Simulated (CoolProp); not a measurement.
A simple Rankine cycle with water: condensing at 310.15 K, boiler at 0.0422 MPa, turbine inlet 390.3 K, turbine efficiency 0.65, pump efficiency 0.6, no recuperator. Each further row changes one setting.

The numbers come from the reference Helmholtz-energy equation of state, Wagner 2002 in CoolProp.

| case | thermal efficiency (%) | net work (kJ/kg) | heat in (kJ/kg) | turbine exit temperature (K) | volume ratio over the turbine |
|---|---|---|---|---|---|
| as stated | 7.3 | 187 | 2560 | 310.2 | 5.27 |
| turbine inlet 410.3 K | 7.4 | 193 | 2600 | 310.2 | 5.07 |
| condensing temperature 302.15 K | 8.7 | 226 | 2600 | 302.1 | 7.96 |
| boiler pressure 0.0295 MPa | 6.0 | 154 | 2560 | 310.2 | 3.73 |
| turbine efficiency 0.55 | 6.2 | 158 | 2560 | 310.2 | 5.33 |

The expansion ends wet for: as stated; turbine inlet 410.3 K; condensing temperature 302.15 K; boiler pressure 0.0295 MPa; turbine efficiency 0.55.
